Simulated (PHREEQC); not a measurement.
Dissolve 0.018 mol/kgw TMAH and 0.0002 mol/kgw Na2CO3 at 25 °C. Closed to the air; pH follows from the charge balance.

The numbers come from PHREEQC with the ion-association model, wateq4f.dat.

```json
[
 {"quantity": "pH", "before": "12.20", "after": "12.73"},
 {"quantity": "ionic strength (mol/kgw)", "before": "0.0186", "after": "0.0186"}
]
```

Question: Which change was made?
A) diluted 5-fold with water
B) temperature from 25 to 10 °C
C) 0.022 mol/kgw NaOH added
D) TMAH left out
E) Na2CO3 left out

Answer: B, temperature from 25 to 10 °C

This is a speciation only: nothing precipitates in the calculation. (CH3)4N+ isn't in the database: it is added as a free cation with an ion size of 4 Å. Away from 25 °C the constants follow the database's enthalpies or fits; those with neither stay at their 25 °C values.
